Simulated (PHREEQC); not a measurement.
## Polishing slurry liquid: speciation

Dissolve 54 mmol/kgw K2CO3, 0.39 mmol/kgw H4SiO4 and 57 mmol/kgw KH2PO4 at 25 °C. Closed to the air; pH follows from the charge balance.

Model: ion-association model, phreeqc.dat, run in PHREEQC.

Each row changes one thing in this solution. Precipitation was switched off in this run.

| case | pH | ionic strength (mol/kgw) | H3SiO4- (mol/kgw) | H2SiO4-2 (mol/kgw) | SI of Chalcedony (SiO2) |
|---|---|---|---|---|---|
| as made | 8.04 | 0.211 | 8.96e-6 | 1.55e-10 | +0.16 |
| H4SiO4 from 0.00039 to 7.8e-05 mol/kgw | 8.04 | 0.211 | 1.80e-6 | 3.12e-11 | -0.54 |
| 0.0032 mol/kgw Na2CO3 added | 8.41 | ___ | 2.09e-5 | ___ | +0.14 |
| temperature from 25 to 90 °C | 7.88 | 0.213 | 2.89e-5 | 6.97e-9 | -0.49 |
| 0.0037 mol/kgw KOH added | 8.50 | 0.218 | 2.53e-5 | 1.29e-9 | +0.14 |
| K2CO3 from 0.054 to 0.0486 mol/kgw | ___ | 0.197 | 3.58e-6 | ___ | +0.16 |
| KH2PO4 left out | 11.24 | 0.159 | 0.000370 | 9.55e-6 | -1.42 |
| diluted 10-fold with water | 8.25 | 0.0218 | ___ | 2.11e-11 | -0.87 |
| K2CO3 replaced by KOH at the same molality | 8.06 | 0.158 | 9.07e-6 | 1.56e-10 | +0.15 |

Problem. Some entries are withheld; supply them.

Solution. 
- 0.0032 mol/kgw Na2CO3 added, ionic strength (mol/kgw): 0.220
- 0.0032 mol/kgw Na2CO3 added, H2SiO4-2 (mol/kgw): 8.75e-10
- K2CO3 from 0.054 to 0.0486 mol/kgw, pH: 7.64
- K2CO3 from 0.054 to 0.0486 mol/kgw, H2SiO4-2 (mol/kgw): 2.44e-11
- diluted 10-fold with water, H3SiO4- (mol/kgw): 1.16e-6

Complexes and solids missing from the database can't appear. Some of these states are supersaturated (in Quartz (slow to form), Chalcedony (slow to form), for instance). At this temperature some constants are extrapolated from 25 °C, and those without enthalpy data are left unchanged.
